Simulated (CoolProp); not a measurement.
Vapour-liquid equilibrium of R134a (1) + R123 (2) at 60.15 °C; x and y are mole fractions of (1).

Computed with CoolProp (multi-fluid Helmholtz-energy mixture model, Tillner-Roth 1994 and Younglove 1994; pair parameters Bell 2016).

```
x      bubble pressure, mixture model (bar)  bubble pressure, Raoult's law (bar)  y, mixture model  y, Raoult's law
-----  ------------------------------------  -----------------------------------  ----------------  ---------------
0.05                                  3.659                                3.572             0.234            0.236
0.125                                     ?                                4.622             0.444            0.456
0.2                                       ?                                5.672             0.572            0.595
0.275                                 7.071                                6.723             0.659            0.690
0.35                                  8.136                                7.773             0.721            0.760
0.425                                 9.163                                8.824             0.770            0.813
0.5                                   10.16                                9.874             0.809            0.855
0.575                                 11.13                                10.92             0.843            0.888
0.65                                      ?                                11.98             0.872            0.916
0.725                                 13.05                                13.03             0.900            0.939
0.8                                   14.03                                14.08                 ?            0.959
0.875                                     ?                                15.13             0.953            0.976
0.95                                      ?                                16.18             0.980            0.991
```

### Question
Some entries are withheld; supply them.

### Answer

- 0.125, bubble pressure, mixture model (bar): 4.826
- 0.2, bubble pressure, mixture model (bar): 5.967
- 0.65, bubble pressure, mixture model (bar): 12.08
- 0.8, y, mixture model: 0.926
- 0.875, bubble pressure, mixture model (bar): 15.04
- 0.95, bubble pressure, mixture model (bar): 16.12

The largest gap from Raoult's law is +5.2 % in bubble pressure, at x = 0.2. No azeotrope shows between x = 0.05 and 0.95.

The pair parameters rest on a limited set of measurements; away from them the model extrapolates. The gap from Raoult's law changes sign with composition, which may be real or a fault of the pair parameters; it wasn't checked against measurements.
